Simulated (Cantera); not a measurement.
Input: 1 mol (CH3)2SiCl2, 0.0066 mol C3H8, 11 mol H2, 0.12 mol CH4, held at 2400 K and 9.00 Torr.

Equilibrium computed with Cantera from the NASA thermochemical tables; the gas is ideal and each condensed phase is pure. Candidate condensed phases: C, C6H6, C7H8, C8H18, Si, SiC; 109 gas species. The feed counts by its element totals alone. The tables' values for SiCl are old estimates; treat these amounts as uncertain. Gases not in the tables: Si2H6 and higher silanes. Equilibrium is a limit: real reactors are often held back by kinetics, nucleation or transport.

Base state: H2 0.714, H 0.123, HCl 0.0946, Si 0.0340, Cl 0.0116, SiC2 0.00653, C2H2 (acetylene) 0.00498, SiCl2 0.00376 (mole fractions); condensed: C(graphite) + SiC(s).

**Question.** What changes in the equilibrium state with this change: H2 from 11 to 1600 mol?

**Answer.** 
```json
[
 {"species": "H2", "before": "0.714", "after": "0.863"},
 {"species": "H", "before": "0.123", "after": "0.135"},
 {"species": "HCl", "before": "0.0946", "after": "0.00104"},
 {"species": "Si", "before": "0.0340", "after": "0.000550"},
 {"species": "Cl", "before": "0.0116", "after": "0.000116"},
 {"species": "SiCl2", "before": "0.00376", "after": "6.15e-9"},
 {"species": "Si2C", "before": "0.00372", "after": "3.08e-7"},
 {"species": "C(graphite), mol", "before": "1.63", "after": "0"},
 {"species": "SiC(s), mol", "before": "0.0427", "after": "0"}
]
```
